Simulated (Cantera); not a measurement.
# Equilibrium for hydrogen reduction and annealing atmospheres: Cr2O3 + H2 + N2

A closed system holds: 1 mol Cr2O3, 9.1 mol H2, a varied amount of N2, equilibrated at 44.0 mbar.

Cantera equilibrium calculation (NASA polynomials, part measured and part estimated; ideal gas, pure solids and liquids). Candidate condensed phases: Cr, CrN, Cr2N, Cr2O3, H2O; 29 gas species. Mutual solubility and eutectic melting of coexisting phases are not modelled. Kinetics and transport are ignored.

Q: Map the stable condensed phases over T = 1750, 1775, 1800, 1825, 1850, 1875, 1900, 1925, 1950, 1975 K and n(N2) in mol = 0.46, 0.91, 1.8, 3.6, 7.1, 14, 28.

A: 
```
T in K \ n(N2) in mol
         0.46 0.91  1.8  3.6  7.1   14   28
   1975     A    A    A    A    A    A    A
   1950     A    A    A    A    A    A    A
   1925     A    A    A    A    A    A    A
   1900     A    A    A    A    A    A    A
   1875     A    A    A    A    A    A    A
   1850     B    B    B    A    A    A    A
   1825     B    B    B    B    A    A    A
   1800     B    B    B    B    B    A    A
   1775     B    B    B    B    B    B    A
   1750     B    B    B    B    B    B    A
```
A: Cr2O3; B: Cr + Cr2O3.
